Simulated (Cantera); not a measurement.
Input (Python, Cantera):

```python
import numpy as np
import cantera as ct

gas = ct.Solution("gri30.yaml", transport_model="mixture-averaged")
show = ['CH4', 'CH3', 'NO']

rows = []
print(f"{'T/K':>7s}{'rho':>11s}{'cp':>10s}{'mu':>11s}{'lambda':>11s}{'Pr':>7s}" + "".join(f"{'D_' + s:>11s}" for s in show))
for T in [400, 500, 600, 700, 800, 900]:
    gas.TPX = T, 150000, {'O2': 0.21}
    Pr = gas.cp_mass * gas.viscosity / gas.thermal_conductivity
    D = [gas.mix_diff_coeffs_mole[gas.species_index(s)] for s in show]
    rows.append([gas.density, gas.cp_mass, gas.viscosity, gas.thermal_conductivity, Pr, *D])
    print(f"{T:7g}{gas.density:11.4e}{gas.cp_mass:10.1f}{gas.viscosity:11.4e}"
          f"{gas.thermal_conductivity:11.4e}{Pr:7.3f}" + "".join(f"{d:11.4e}" for d in D))
print("SI units: kg/m3, J/kg/K, Pa s, W/m/K, m2/s")
```

It prints:

```
    T/K        rho        cp         mu     lambda     Pr      D_CH4      D_CH3       D_NO
    400 1.4432e+00     941.4 2.5629e-05 3.3852e-02  0.713 2.5453e-05 2.5570e-05 2.2911e-05
    500 1.1545e+00     971.4 3.0045e-05 4.1143e-02  0.709 3.7538e-05 3.7720e-05 3.3625e-05
    600 9.6212e-01    1002.6 3.4077e-05 4.8204e-02  0.709 5.1339e-05 5.1596e-05 4.5845e-05
    700 8.2467e-01    1031.1 3.7824e-05 5.4969e-02  0.709 6.6739e-05 6.7082e-05 5.9472e-05
    800 7.2159e-01    1054.7 4.1353e-05 6.1440e-02  0.710 8.3647e-05 8.4084e-05 7.4428e-05
    900 6.4141e-01    1073.7 4.4705e-05 6.7643e-02  0.710 1.0199e-04 1.0253e-04 9.0652e-05
SI units: kg/m3, J/kg/K, Pa s, W/m/K, m2/s
```

Computed with Cantera and GRI-Mech 3.0 (53 species, 325 reactions).
